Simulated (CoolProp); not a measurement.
R245ca along the isobar 4.55 MPa: fugacity coefficient from the reference equation and from simpler models built on Tc = 447.6 K, pc = 3.941 MPa, ω = 0.355; each cubic takes its own stable root.

Computed with CoolProp (reference Helmholtz-energy equation of state, Zhou 2016).

| T (K) | phase | reference | van der Waals | Soave-Redlich-Kwong | Peng-Robinson |
|---|---|---|---|---|---|
| 341.8 | liquid | 0.09734 | 0.2697 | ? | 0.09693 |
| 346.3 | liquid | 0.1090 | 0.2835 | 0.1123 | 0.1085 |
| 350.8 | liquid | ? | 0.2976 | 0.1254 | 0.1210 |
| 355.4 | liquid | 0.1352 | 0.3122 | 0.1397 | 0.1348 |
| 359.9 | liquid | 0.1495 | 0.3267 | 0.1547 | ? |
| 364.4 | liquid | 0.1647 | 0.3415 | 0.1707 | 0.1644 |
| 369 | liquid | 0.1813 | 0.3568 | 0.1880 | ? |
| 373.5 | liquid | 0.1984 | 0.3719 | 0.2060 | 0.1982 |
| 378 | liquid | 0.2164 | 0.3872 | 0.2248 | 0.2163 |
| 382.6 | liquid | 0.2357 | 0.4030 | 0.2451 | 0.2357 |
| 387.1 | liquid | 0.2556 | 0.4186 | 0.2658 | 0.2556 |
| 391.6 | liquid | 0.2763 | 0.4343 | 0.2874 | 0.2763 |
| 396.2 | liquid | 0.2983 | 0.4504 | ? | 0.2983 |
| 400.7 | liquid | 0.3206 | 0.4663 | 0.3336 | 0.3205 |

**Question.** Fill in the missing entries.

**Answer.** 
- 341.8, Soave-Redlich-Kwong: 0.1002
- 350.8, reference: 0.1214
- 359.9, Peng-Robinson: 0.1491
- 369, Peng-Robinson: 0.1810
- 396.2, Soave-Redlich-Kwong: 0.3104
